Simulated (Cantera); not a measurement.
## Reactions in the system H-N-O-P

Source: NASA polynomial tables (part measured, part estimated), evaluated in Cantera. Values are per mole of reaction as written; species without (g) are pure solids or liquids, kept so even where they would boil at 1 bar.

8 NH₃(g) + P₄O₁₀ → 4 N₂O(g) + 4 PH₃(g) + 6 H₂O(g)

| T (K) | ΔH° (kJ) | ΔS° (J/K) | ΔG° (kJ) | log10 K |
|---|---|---|---|---|
| 300 | 2274.7 | 1083.3 | 1949.7 | -339.47 |
| 473 | 2271.1 | 1074.8 | 1762.7 | -194.66 |
| 498 | 2269.8 | 1072.2 | 1735.9 | -182.07 |
| 523 | 2268.4 | 1069.3 | 1709.1 | -170.69 |
| 548 | 2266.8 | 1066.3 | 1682.4 | -160.36 |
| 573 | 2264.9 | 1063.1 | 1655.8 | -150.94 |
| 598 | 2263.0 | 1059.7 | 1629.3 | -142.31 |
| 623 | 2260.8 | 1056.2 | 1602.8 | -134.38 |
| 648 | 2258.5 | 1052.6 | 1576.5 | -127.07 |
| 673 | 2256.1 | 1048.9 | 1550.2 | -120.31 |
